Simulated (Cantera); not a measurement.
Input: 1 mol SiO2, 7.2 mol Cl2, 0.32 mol O2, equilibrated at 0.133 bar.

Equilibrium computed with Cantera from the NASA thermochemical tables; the gas is ideal and each condensed phase is pure. Candidate condensed phases: Si, SiO2; 15 gas species. The tables hold silica as quartz up to 1696 K and as liquid above; real silica turns to tridymite and cristobalite and melts near 1996 K. Rates play no part.

Problem. Which condensed phases are stable at each of these points (T (K)): 650, 750, 850, 950, 1050, 1150, 1250?

Solution. 
```json
[
 {"T (K)": "650", "condensed phases": "SiO2(α-quartz)", "Si condensed (%)": "100.0"},
 {"T (K)": "750", "condensed phases": "SiO2(α-quartz)", "Si condensed (%)": "100.0"},
 {"T (K)": "850", "condensed phases": "SiO2(β-quartz)", "Si condensed (%)": "100.0"},
 {"T (K)": "950", "condensed phases": "SiO2(β-quartz)", "Si condensed (%)": "100.0"},
 {"T (K)": "1050", "condensed phases": "SiO2(β-quartz)", "Si condensed (%)": "100.0"},
 {"T (K)": "1150", "condensed phases": "SiO2(β-quartz)", "Si condensed (%)": "100.0"},
 {"T (K)": "1250", "condensed phases": "SiO2(β-quartz)", "Si condensed (%)": "100.0"}
]
```

From 650 K to 750 K the condensed part is SiO2(α-quartz). From 850 K to 1250 K the condensed part is SiO2(β-quartz).
